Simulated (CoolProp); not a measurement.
Values from CoolProp's reference Helmholtz-energy equation of state, Thol 2017.

Q: For octamethyltrisiloxane (MDM), give the phase and the density (kg/m³), cp (kJ/(kg K)), speed of sound (m/s), Joule-Thomson coefficient (K/MPa) at 339.6 K and 0.621 MPa; 382.3 K and 0.621 MPa.

A: 
- 339.6 K and 0.621 MPa: liquid; density 774, cp 1.88, speed of sound 783, Joule-Thomson coefficient -0.374
- 382.3 K and 0.621 MPa: liquid; density 728, cp 1.99, speed of sound 647, Joule-Thomson coefficient -0.287
